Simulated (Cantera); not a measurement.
Feed: 1 mol Si(CH3)4, 0.52 mol C2H4, 12 mol H2, held at 1.33 mbar.

Cantera equilibrium calculation (NASA polynomials, part measured and part estimated; ideal gas, pure solids and liquids). Candidate condensed phases: C, C6H6, C7H8, C8H18, Si, SiC; 87 gas species. Gases not in the tables: Si2H6 and higher silanes. The numbers say what is thermodynamically allowed, not how fast it happens.

x: gas mole fraction; n: condensed amount in mol.

```
T (°C)   x H2         x H        x Si  x C2H2 (acetylene)      x SiC2      x Si2C  n C(graphite)  n SiC(s)
------  -----  ----------  ----------  ------------------  ----------  ----------  -------------  --------
1225    1.000    0.000471     5.44e-8             8.81e-6    9.35e-11    8.16e-11           4.04     1.000
1275    0.999    0.000843     2.08e-7             1.57e-5    5.42e-10    4.57e-10           4.04     1.000
1325    0.999     0.00146     7.32e-7             2.69e-5     2.81e-9     2.29e-9           4.04     1.000
1375    0.998     0.00244     2.38e-6             4.46e-5     1.31e-8     1.04e-8           4.04     1.000
1425    0.996  (withheld)  (withheld)          (withheld)  (withheld)  (withheld)           4.04     1.000
1475    0.994     0.00624     2.06e-5            0.000112     2.19e-7     1.64e-7           4.04     1.000
1525    0.990     0.00960     5.52e-5            0.000171     7.96e-7     5.80e-7           4.03     0.999
1575    0.985      0.0144    0.000140            0.000254     2.69e-6     1.91e-6           4.03     0.997
1625    0.978      0.0212    0.000339            0.000368     8.50e-6     5.90e-6           4.03     0.993
1675    0.968  (withheld)  (withheld)          (withheld)  (withheld)  (withheld)           4.04     0.983
1725    0.954      0.0429     0.00174            0.000724     7.12e-5     4.72e-5           4.05     0.962
1775    0.936      0.0593     0.00370            0.000981    0.000190    0.000123           4.07     0.917
1825    0.910      0.0804     0.00759             0.00130    0.000485    0.000308           4.14     0.823
```

Q: What belongs in the gaps?

A: 
- 1425, x H: 0.00395
- 1425, x Si: 7.23e-6
- 1425, x C2H2 (acetylene): 7.18e-5
- 1425, x SiC2: 5.60e-8
- 1425, x Si2C: 4.31e-8
- 1675, x H: 0.0305
- 1675, x Si: 0.000784
- 1675, x C2H2 (acetylene): 0.000522
- 1675, x SiC2: 2.53e-5
- 1675, x Si2C: 1.71e-5
